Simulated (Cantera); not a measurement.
## Adiabatic ignition

An adiabatic, constant-volume homogeneous reactor starts with CH₄ : CO : O₂ : N₂ = 1 : 0.061 : 2.09 : 7.87 (molar parts), equivalence ratio 0.97, at 1348 K and 240000 Pa.

Computed with Cantera and GRI-Mech 3.0 (53 species, 325 reactions).

```json
[
 {"t (s)": "7.00e-6", "T (K)": "1348", "P (bar)": "2.40", "x CH₄": "0.0907", "x CO": "0.00553", "x O₂": "0.190", "x C₂H₆": "1.02e-11", "x CH₂": "<1e-12", "x CO₂": "8.58e-9", "x O": "5.18e-10"},
 {"t (s)": "2.34e-5", "T (K)": "1348", "P (bar)": "2.40", "x CH₄": "0.0907", "x CO": "0.00553", "x O₂": "0.190", "x C₂H₆": "4.53e-10", "x CH₂": "<1e-12", "x CO₂": "3.98e-8", "x O": "8.67e-10"},
 {"t (s)": "7.80e-5", "T (K)": "1348", "P (bar)": "2.40", "x CH₄": "0.0907", "x CO": "0.00553", "x O₂": "0.190", "x C₂H₆": "2.92e-8", "x CH₂": "<1e-12", "x CO₂": "2.37e-7", "x O": "2.67e-9"},
 {"t (s)": "0.000260", "T (K)": "1348", "P (bar)": "2.40", "x CH₄": "0.0907", "x CO": "0.00553", "x O₂": "0.190", "x C₂H₆": "2.98e-6", "x CH₂": "9.40e-12", "x CO₂": "1.44e-6", "x O": "1.33e-8"},
 {"t (s)": "0.000868", "T (K)": "1350", "P (bar)": "2.40", "x CH₄": "0.0903", "x CO": "0.00555", "x O₂": "0.189", "x C₂H₆": "8.00e-5", "x CH₂": "5.28e-11", "x CO₂": "8.87e-6", "x O": "3.49e-8"},
 {"t (s)": "0.00290", "T (K)": "1435", "P (bar)": "2.56", "x CH₄": "0.0783", "x CO": "0.00935", "x O₂": "0.180", "x C₂H₆": "0.00162", "x CH₂": "1.53e-8", "x CO₂": "0.000288", "x O": "1.36e-6"},
 {"t (s)": "0.00967", "T (K)": "2923", "P (bar)": "5.41", "x CH₄": "<1e-12", "x CO": "0.0398", "x O₂": "0.0204", "x C₂H₆": "<1e-12", "x CH₂": "<1e-12", "x CO₂": "0.0529", "x O": "0.00533"},
 {"t (s)": "0.0323", "T (K)": "2923", "P (bar)": "5.41", "x CH₄": "<1e-12", "x CO": "0.0398", "x O₂": "0.0204", "x C₂H₆": "<1e-12", "x CH₂": "<1e-12", "x CO₂": "0.0529", "x O": "0.00533"},
 {"t (s)": "0.108", "T (K)": "2923", "P (bar)": "5.41", "x CH₄": "<1e-12", "x CO": "0.0398", "x O₂": "0.0204", "x C₂H₆": "<1e-12", "x CH₂": "<1e-12", "x CO₂": "0.0529", "x O": "0.00533"},
 {"t (s)": "0.359", "T (K)": "2923", "P (bar)": "5.41", "x CH₄": "<1e-12", "x CO": "0.0398", "x O₂": "0.0204", "x C₂H₆": "<1e-12", "x CH₂": "<1e-12", "x CO₂": "0.0529", "x O": "0.00533"},
 {"t (s)": "1.20", "T (K)": "2923", "P (bar)": "5.41", "x CH₄": "<1e-12", "x CO": "0.0398", "x O₂": "0.0204", "x C₂H₆": "<1e-12", "x CH₂": "<1e-12", "x CO₂": "0.0529", "x O": "0.00533"},
 {"t (s)": "4.00", "T (K)": "2923", "P (bar)": "5.41", "x CH₄": "<1e-12", "x CO": "0.0398", "x O₂": "0.0204", "x C₂H₆": "<1e-12", "x CH₂": "<1e-12", "x CO₂": "0.0529", "x O": "0.00533"}
]
```
x: mole fraction; the columns are a selection and need not sum to one.

```yaml
time_of_steepest_temperature_rise: 3.06 ms
temperature at 4.00 s: 2923 K
equilibrium_temperature: 2923 K
x(CH₄) at 4.00 s: <1e-12 (gas-phase equilibrium <1e-12)
x(CO) at 4.00 s: 0.0398 (gas-phase equilibrium 0.0398)
x(O₂) at 4.00 s: 0.0204 (gas-phase equilibrium 0.0204)
```
